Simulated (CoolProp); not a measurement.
Computed with CoolProp (reference Helmholtz-energy equation of state, Zhou 2012).

Problem. For o-xylene, give the phase and the cv (kJ/(kg K)), speed of sound (m/s), Joule-Thomson coefficient (K/MPa), Prandtl number at 440.1 K and 4.56 MPa; 491.5 K and 4.56 MPa; 517.2 K and 4.56 MPa.

Solution. 
- 440.1 K and 4.56 MPa: liquid; cv 1.82, speed of sound 854, Joule-Thomson coefficient -0.259, Prandtl number 5.12
- 491.5 K and 4.56 MPa: liquid; cv 1.98, speed of sound 683, Joule-Thomson coefficient -0.136, Prandtl number 4.58
- 517.2 K and 4.56 MPa: liquid; cv 2.06, speed of sound 598, Joule-Thomson coefficient -0.0448, Prandtl number 4.32

Viscosity comes from a separate model (Cao 2016). Thermal conductivity comes from a separate model (Mylona 2014).
